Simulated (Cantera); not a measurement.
A freely propagating, adiabatic, planar premixed flame of CO : H2 : O2 : N2 = 1 : 0.27 : 0.69 : 2.62 (molar parts), equivalence ratio 0.92, unburnt at 523 K and 13300 Pa; mixture-averaged transport, grid criteria slope 0.08 and curve 0.16, no radiation.

Model: GRI-Mech 3.0 (53 species, 325 reactions), integrated in Cantera. Burning velocities carry a grid error of a few per cent, more on coarse grids.

Question: How do the results move with these cheaper or finer settings: unity-Lewis-number transport; multicomponent transport; multicomponent+Soret transport; grid criteria slope 0.5, curve 1; grid criteria slope 0.25, curve 0.5; grid criteria slope 0.03, curve 0.06?

Answer: 
```
setting                               laminar burning velocity  thermal thickness  peak x(OH)  peak x(H2O2)  grid points
------------------------------------  ------------------------  -----------------  ----------  ------------  -----------
as above                                              192 cm/s            9.36 mm     0.00845       4.49e-6          170
unity-Lewis-number transport                          117 cm/s            6.19 mm     0.00845       1.98e-6          160
multicomponent transport                              191 cm/s            9.34 mm     0.00846       4.54e-6          171
multicomponent+Soret transport                        183 cm/s            9.23 mm     0.00844       4.72e-6          171
grid criteria slope 0.5, curve 1                      227 cm/s            12.2 mm     0.00849       4.47e-6           42
grid criteria slope 0.25, curve 0.5                   204 cm/s            10.3 mm     0.00850       4.19e-6           71
grid criteria slope 0.03, curve 0.06                  190 cm/s            9.12 mm     0.00845       4.53e-6          347
```
The base run took around 40 core-seconds (rough).
Unity Lewis numbers drop preferential diffusion, which matters most where H2 and H carry the flame; Soret adds thermal diffusion.
